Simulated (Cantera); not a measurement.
Charge: 1 mol SiH4, 2.5 mol NH3, at 100 Torr.

Cantera equilibrium calculation (NASA polynomials, part measured and part estimated; ideal gas, pure solids and liquids). Candidate condensed phases: Si, Si3N4; 18 gas species. Mutual solubility and eutectic melting of coexisting phases are not modelled. The tables' values for SiN are old estimates; treat these amounts as uncertain. Gases not in the tables: Si2H6 and higher silanes. Equilibrium is a limit: real reactors are often held back by kinetics, nucleation or transport.

x: gas mole fraction; n: condensed amount in mol.

| T (°C) | x H2 | x N2 | x H | x Si | x SiH | x SiH2 | n Si3N4(s) | n Si(l) |
|---|---|---|---|---|---|---|---|---|
| 650 | 0.908 | 0.0921 | ? | <1e-12 | <1e-12 | <1e-12 | 0.333 | 0 |
| 750 | 0.908 | 0.0921 | ? | <1e-12 | <1e-12 | <1e-12 | 0.333 | 0 |
| 850 | 0.908 | 0.0921 | ? | <1e-12 | <1e-12 | <1e-12 | 0.333 | 0 |
| 950 | 0.908 | 0.0921 | ? | <1e-12 | <1e-12 | 4.76e-12 | 0.333 | 0 |
| 1050 | 0.908 | 0.0921 | ? | 1.17e-12 | 2.98e-12 | 1.80e-10 | 0.333 | 0 |
| 1150 | 0.908 | 0.0921 | ? | 9.71e-11 | 1.51e-10 | 4.05e-9 | 0.333 | 0 |
| 1250 | 0.908 | 0.0921 | ? | 4.48e-9 | 4.55e-9 | 6.03e-8 | 0.333 | 0 |
| 1350 | 0.908 | 0.0921 | ? | 1.28e-7 | 8.93e-8 | 6.40e-7 | 0.333 | 0 |
| 1450 | 0.907 | 0.0921 | ? | 2.46e-6 | 1.23e-6 | 5.14e-6 | 0.333 | 0 |
| 1550 | 0.903 | 0.0957 | ? | 3.32e-5 | 1.23e-5 | 3.17e-5 | 0.321 | 0.0374 |
| 1650 | 0.819 | 0.178 | ? | 0.000127 | 3.44e-5 | 5.51e-5 | 0 | 0.998 |
| 1750 | 0.817 | 0.178 | ? | 0.000427 | 9.06e-5 | 9.87e-5 | 0 | 0.995 |
| 1850 | 0.812 | 0.177 | ? | 0.00128 | 0.000217 | 0.000167 | 0 | 0.987 |

Task: Fill in the missing entries.

Result: 
- 650, x H: 6.38e-10
- 750, x H: 1.08e-8
- 850, x H: 1.11e-7
- 950, x H: 7.85e-7
- 1050, x H: 4.14e-6
- 1150, x H: 1.73e-5
- 1250, x H: 6.03e-5
- 1350, x H: 0.000180
- 1450, x H: 0.000476
- 1550, x H: 0.00113
- 1650, x H: 0.00233
- 1750, x H: 0.00470
- 1850, x H: 0.00885
